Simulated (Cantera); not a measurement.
## Silicon nitride deposition: SiH2Cl2 + NH3

Input: 1 mol SiH2Cl2, 25 mol NH3, held at 98.0 mbar.

Cantera equilibrium calculation (NASA polynomials, part measured and part estimated; ideal gas, pure solids and liquids). Candidate condensed phases: NH4Cl, Si, Si3N4; 28 gas species. The tables' values for SiCl, SiN, SiCl3 are old estimates; treat these amounts as uncertain. Gases not in the tables: Si2H6 and higher silanes. Kinetics and transport are ignored.

```csv
T (K),x H2,x N2,x HCl,x H,x SiCl2,n Si3N4(s),n Si(l)
923,0.731,0.231,0.0390,6.68e-10,1.98e-10,0.333,0
1023,0.731,0.231,0.0390,1.13e-8,5.83e-9,0.333,0
1123,0.731,0.231,0.0390,1.16e-7,9.33e-8,0.333,0
1223,0.731,0.231,0.0390,8.21e-7,9.41e-7,0.333,0
1323,0.731,0.231,0.0389,4.33e-6,6.63e-6,0.333,0
1423,0.731,0.231,0.0389,1.81e-5,3.52e-5,0.333,0
1523,0.731,0.231,0.0386,6.31e-5,0.000147,0.331,0
1623,0.731,0.231,0.0379,0.000189,0.000499,0.325,0
1723,0.731,0.231,0.0361,0.000498,0.00137,0.309,0
1823,0.731,0.232,0.0328,0.00118,0.00299,0.280,0
1923,0.722,0.240,0.0311,0.00256,0.00353,0,0.796
2023,0.719,0.240,0.0315,0.00515,0.00322,0,0.777
```
x: gas mole fraction; n: condensed amount in mol.

From 923 K to 1823 K the condensed part is Si3N4(s). From 1923 K to 2023 K the condensed part is Si(l). The main Si-bearing gas is SiCl4 at 923 K and SiCl2 at 2023 K.
